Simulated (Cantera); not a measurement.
A closed system holds: 1 mol CHF3, 0.5 mol CH4, held at 3.30 mbar.

Equilibrium computed with Cantera from the NASA thermochemical tables; the gas is ideal and each condensed phase is pure. Candidate condensed phases: C, C6H6, C7H8, C8H18; 95 gas species. Kinetics and transport are ignored.

x: gas mole fraction; n: condensed amount in mol.

| T (°C) | x HF | x F | x H | x H2 | x CF | x CF2 | x C3 | n C(graphite) |
|---|---|---|---|---|---|---|---|---|
| 1127 | 1.000 | 7.19e-7 | 1.26e-7 | 2.23e-6 | 4.51e-11 | 1.42e-7 | <1e-12 | 1.50 |
| 1227 | 1.000 | 4.22e-6 | 6.11e-7 | 3.97e-6 | 6.96e-10 | 6.47e-7 | <1e-12 | 1.50 |
| 1327 | 1.000 | 1.67e-5 | 2.89e-6 | 9.32e-6 | 6.40e-9 | 1.72e-6 | <1e-12 | 1.50 |
| 1427 | 1.000 | [?] | [?] | [?] | [?] | [?] | [?] | 1.50 |
| 1527 | 1.000 | 0.000141 | 4.59e-5 | 5.41e-5 | 2.17e-7 | 6.27e-6 | 3.47e-11 | 1.50 |
| 1627 | 0.999 | [?] | [?] | [?] | [?] | [?] | [?] | 1.50 |
| 1727 | 0.999 | 0.000797 | 0.000413 | 0.000212 | 3.70e-6 | 1.83e-5 | 8.40e-9 | 1.50 |
| 1827 | 0.997 | 0.00171 | 0.00104 | 0.000368 | 1.27e-5 | 3.00e-5 | 8.75e-8 | 1.50 |
| 1927 | 0.993 | 0.00344 | 0.00239 | 0.000593 | 3.90e-5 | 4.78e-5 | 7.32e-7 | 1.50 |
| 2027 | 0.987 | 0.00659 | 0.00505 | 0.000897 | 0.000110 | 7.43e-5 | 5.07e-6 | 1.50 |
| 2127 | 0.976 | 0.0120 | 0.00993 | 0.00129 | 0.000284 | 0.000112 | 2.97e-5 | 1.50 |

Problem. Complete the blanks.

Solution. 
- 1627, x F: 0.000349
- 1627, x H: 0.000147
- 1627, x H2: 0.000113
- 1627, x CF: 9.62e-7
- 1627, x CF2: 1.09e-5
- 1627, x C3: 6.26e-10
- 1427, x F: 5.19e-5
- 1427, x H: 1.24e-5
- 1427, x H2: 2.35e-5
- 1427, x CF: 4.16e-8
- 1427, x CF2: 3.44e-6
- 1427, x C3: 1.36e-12
